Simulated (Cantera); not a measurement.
A closed system holds: 1 mol borazine, 0.24 mol O2, at 2052 °C and 19.0 mbar.

Method: chemical equilibrium by Gibbs-energy minimisation in Cantera with the NASA 1993 tables (ideal gas, pure condensed phases). Candidate condensed phases: B, BN, B2O3, B3O3H3, H2O; 39 gas species. The feed counts by its element totals alone. The tables' values for BH2 are old estimates; treat these amounts as uncertain. Equilibrium is a limit: real reactors are often held back by kinetics, nucleation or transport.

Base state: H2 0.549, N2 0.299, H 0.0591, BO 0.0459, HBO 0.0387, B2O2 0.00490, B2O 0.00136, BH2 0.00127 (mole fractions); condensed: B(s).

Problem. What changes in the equilibrium state with this change: temperature from 2052 °C to 1025 °C?

Solution. 
| species | before | after |
|---|---|---|
| H2 | 0.549 | 0.948 |
| N2 | 0.299 | 0.0503 |
| H2O | 4.46e-6 | 0.000796 |
| H | 0.0591 | 7.57e-6 |
| BO | 0.0459 | 2.71e-8 |
| HBO | 0.0387 | 9.37e-5 |
| HBO2 | 2.15e-5 | 0.000615 |
| B2O | 0.00136 | <1e-9 |
| BH2 | 0.00127 | <1e-9 |
| B(s), mol | 2.50 | 0 |
| BN(s), mol | 0 | 2.68 |
| B2O3(l), mol | 0 | 0.158 |
Mutual solubility and eutectic melting of coexisting phases are not modelled.
